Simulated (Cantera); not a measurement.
A freely propagating, adiabatic, planar premixed flame of CO : H₂ : CH₄ : O₂ : N₂ : H₂O = 1 : 0.045 : 0.27 : 1.18 : 4.44 : 0.15 (molar parts), unburnt at 300 K and 165 Torr; mixture-averaged transport, grid criteria slope 0.08 and curve 0.16, no radiation.

Cantera simulation using GRI-Mech 3.0 (53 species, 325 reactions); the numbers are that mechanism's predictions, not measurements. Burning velocities carry a grid error of a few per cent, more on coarse grids.

Q: How do the results move with these cheaper or finer settings: unity-Lewis-number transport; multicomponent transport; multicomponent+Soret transport; grid criteria slope 0.5, curve 1; grid criteria slope 0.25, curve 0.5; grid criteria slope 0.03, curve 0.06?

A: 
```json
[
 {"setting": "as above", "laminar burning velocity": "66.0 cm/s", "thermal thickness": "1.93 mm", "peak x(CH₂O)": "0.000304", "peak x(CH₃)": "0.000367", "grid points": "164"},
 {"setting": "unity-Lewis-number transport", "laminar burning velocity": "43.5 cm/s", "thermal thickness": "2.03 mm", "peak x(CH₂O)": "0.000245", "peak x(CH₃)": "0.000258", "grid points": "148"},
 {"setting": "multicomponent transport", "laminar burning velocity": "65.7 cm/s", "thermal thickness": "1.94 mm", "peak x(CH₂O)": "0.000303", "peak x(CH₃)": "0.000366", "grid points": "164"},
 {"setting": "multicomponent+Soret transport", "laminar burning velocity": "63.6 cm/s", "thermal thickness": "1.95 mm", "peak x(CH₂O)": "0.000296", "peak x(CH₃)": "0.000349", "grid points": "165"},
 {"setting": "grid criteria slope 0.5, curve 1", "laminar burning velocity": "68.9 cm/s", "thermal thickness": "2.20 mm", "peak x(CH₂O)": "0.000283", "peak x(CH₃)": "0.000333", "grid points": "50"},
 {"setting": "grid criteria slope 0.25, curve 0.5", "laminar burning velocity": "67.6 cm/s", "thermal thickness": "2.01 mm", "peak x(CH₂O)": "0.000298", "peak x(CH₃)": "0.000358", "grid points": "76"},
 {"setting": "grid criteria slope 0.03, curve 0.06", "laminar burning velocity": "65.5 cm/s", "thermal thickness": "1.90 mm", "peak x(CH₂O)": "0.000305", "peak x(CH₃)": "0.000368", "grid points": "383"}
]
```
The base run took roughly 60 core-seconds.
Unity Lewis numbers drop preferential diffusion, which matters most where H2 and H carry the flame; Soret adds thermal diffusion.
